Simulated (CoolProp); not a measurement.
Vapour pressure (MPa) of sulfur dioxide: the reference equation beside estimates from Tc = 157.5 °C, pc = 7.887 MPa, ω = 0.256. Clausius-Clapeyron is anchored at 61.95 °C with a constant enthalpy of vaporisation of 20.13 kJ/mol.

Computed with CoolProp (reference Helmholtz-energy equation of state, Gao 2016).

```json
[
 {"T (°C)": "61.95", "reference": "1.159", "Lee-Kesler": "1.164", "Clausius-Clapeyron": "1.159", "Peng-Robinson": "1.153"},
 {"T (°C)": "66.45", "reference": "1.300", "Lee-Kesler": "1.305", "Clausius-Clapeyron": "1.276", "Peng-Robinson": "1.293"},
 {"T (°C)": "70.95", "reference": "1.452", "Lee-Kesler": "1.458", "Clausius-Clapeyron": "1.400", "Peng-Robinson": "1.446"},
 {"T (°C)": "75.45", "reference": "1.618", "Lee-Kesler": "1.623", "Clausius-Clapeyron": "1.534", "Peng-Robinson": "1.612"},
 {"T (°C)": "79.95", "reference": "1.797", "Lee-Kesler": "1.803", "Clausius-Clapeyron": "1.675", "Peng-Robinson": "1.791"},
 {"T (°C)": "84.45", "reference": "1.991", "Lee-Kesler": "1.996", "Clausius-Clapeyron": "1.826", "Peng-Robinson": "1.985"},
 {"T (°C)": "88.95", "reference": "2.199", "Lee-Kesler": "2.205", "Clausius-Clapeyron": "1.987", "Peng-Robinson": "2.195"},
 {"T (°C)": "93.45", "reference": "2.424", "Lee-Kesler": "2.429", "Clausius-Clapeyron": "2.157", "Peng-Robinson": "2.421"}
]
```

Absolute difference from the reference over all 8 rows, mean and median: Lee-Kesler 0.3 and 0.3 %, Clausius-Clapeyron 5.8 and 6.0 %, Peng-Robinson 0.3 and 0.4 %.
